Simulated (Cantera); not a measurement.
**Titanium nitride, carbide and oxide coatings: Ti(OiPr)4 + H2**

Feed: 1 mol Ti(OiPr)4, 3.9 mol H2, held at 1.28 Torr.

Cantera equilibrium calculation (NASA polynomials, part measured and part estimated; ideal gas, pure solids and liquids). Candidate condensed phases: C, C6H6, C7H8, C8H18, H2O, Ti, TiC, TiO, TiO2, Ti2O3, Ti3O5, Ti4O7; 113 gas species. The feed counts by its element totals alone. TiC: taken at fixed stoichiometry. Condensed phases not in the tables: Magnéli phases beyond Ti4O7. Kinetics and transport are ignored.

| T (K) | x H2 | x CO | x H | x C2H2 (acetylene) | x CH4 | x H2O | x CO2 | x CH3 | n C(graphite) | n Ti4O7(s) | n Ti3O5(s) | n TiC(s) |
|---|---|---|---|---|---|---|---|---|---|---|---|---|
| 1025 | 0.888 | 0.112 | 9.96e-8 | 1.96e-9 | 9.86e-5 | 4.47e-5 | 7.29e-6 | 1.94e-10 | 9.75 | 0.250 | 0 | 0 |
| 1100 | 0.885 | 0.115 | 5.90e-7 | 1.18e-8 | 4.78e-5 | 1.55e-5 | 2.00e-6 | 5.82e-10 | 9.67 | 0 | 0.333 | 0 |
| 1175 | 0.817 | 0.183 | 2.69e-6 | 5.21e-8 | 2.17e-5 | 8.80e-6 | 1.54e-6 | 1.35e-9 | 7.00 | 0 | 0 | 1.00 |
| 1250 | 0.817 | 0.183 | 1.06e-5 | 2.06e-7 | 1.25e-5 | 3.82e-6 | 5.46e-7 | 3.14e-9 | 7.00 | 0 | 0 | 1.00 |
| 1325 | 0.817 | 0.183 | 3.59e-5 | 6.96e-7 | 7.62e-6 | 1.83e-6 | 2.19e-7 | 6.61e-9 | 7.00 | 0 | 0 | 1.00 |
| 1400 | 0.817 | 0.183 | 0.000107 | 2.06e-6 | 4.90e-6 | 9.45e-7 | 9.73e-8 | 1.28e-8 | 7.00 | 0 | 0 | 1.00 |
| 1475 | 0.817 | 0.183 | 0.000284 | 5.45e-6 | 3.30e-6 | 5.23e-7 | 4.71e-8 | 2.32e-8 | 7.00 | 0 | 0 | 1.00 |
| 1550 | 0.817 | 0.183 | 0.000690 | 1.31e-5 | 2.31e-6 | 3.07e-7 | 2.46e-8 | 3.96e-8 | 7.00 | 0 | 0 | 1.00 |
| 1625 | 0.816 | 0.183 | 0.00155 | 2.90e-5 | 1.66e-6 | 1.89e-7 | 1.36e-8 | 6.42e-8 | 7.00 | 0 | 0 | 1.00 |
| 1700 | 0.814 | 0.182 | 0.00322 | 5.98e-5 | 1.23e-6 | 1.22e-7 | 7.98e-9 | 9.95e-8 | 7.00 | 0 | 0 | 1.00 |
| 1775 | 0.811 | 0.182 | 0.00632 | 0.000116 | 9.37e-7 | 8.12e-8 | 4.90e-9 | 1.48e-7 | 6.99 | 0 | 0 | 1.00 |
x: gas mole fraction; n: condensed amount in mol.

At 1025 K the condensed part is C(graphite) + Ti4O7(s). At 1100 K the condensed part is C(graphite) + Ti3O5(s). From 1175 K to 1775 K the condensed part is C(graphite) + TiC(s).
